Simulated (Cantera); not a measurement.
A closed system holds: 1 mol SiH₂Cl₂, 11 mol N₂O, 14 mol N₂, equilibrated at 0.0100 bar.

These are equilibrium values from Cantera (NASA tables, ideal gas, pure condensed phases), not measurements of a reactor. Candidate condensed phases: H₂O, NH₄Cl, Si, SiO₂, Si₂N₂O, Si₃N₄; 47 gas species. The tables hold silica as quartz up to 1696 K and as liquid above; real silica turns to tridymite and cristobalite and melts near 1996 K. The numbers say what is thermodynamically allowed, not how fast it happens.

**Question.** Which condensed phases are stable at each of these points (T (K)): 1498, 1598, 1698, 1798, 1898, 1998, 2098?

**Answer.** 
```csv
T (K),condensed phases,Si condensed (%)
1498,SiO₂(β-quartz),100.0
1598,SiO₂(β-quartz),100.0
1698,SiO₂(condensed),100.0
1798,SiO₂(condensed),100.0
1898,SiO₂(condensed),100.0
1998,SiO₂(l),99.7
2098,SiO₂(l),98.0
```

From 1498 K to 1598 K the condensed part is SiO₂(β-quartz). From 1698 K to 1898 K the condensed part is SiO₂(condensed). From 1998 K to 2098 K the condensed part is SiO₂(l).
